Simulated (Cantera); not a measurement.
Input: 1 mol Si, 2.4 mol SF₆, 0.34 mol N₂, 2.2 mol NF₃, at 75.0 Torr.

Method: chemical equilibrium by Gibbs-energy minimisation in Cantera with the NASA 1993 tables (ideal gas, pure condensed phases). Candidate condensed phases: S, Si, Si₃N₄; 29 gas species. Rates play no part. All values below are at 1325 K.

Base state: F 0.335, SF₆ 0.325, N₂ 0.195, SiF₄ 0.136, F₂ 0.00882, SF₄ 3.66e-5 (mole fractions); condensed: gas only.

Question: What changes in the equilibrium state with this change: pressure from 75.0 Torr to 465 Torr?

Answer: 
```json
[
 {"species": "SF₆", "before": "0.325", "after": "0.335"},
 {"species": "F", "before": "0.335", "after": "0.284"},
 {"species": "N₂", "before": "0.195", "after": "0.201"},
 {"species": "F₂", "before": "0.00882", "after": "0.0394"},
 {"species": "SiF₄", "before": "0.136", "after": "0.140"},
 {"species": "NF₃", "before": "3.44e-7", "after": "2.04e-5"},
 {"species": "SF₄", "before": "3.66e-5", "after": "1.36e-6"}
]
```
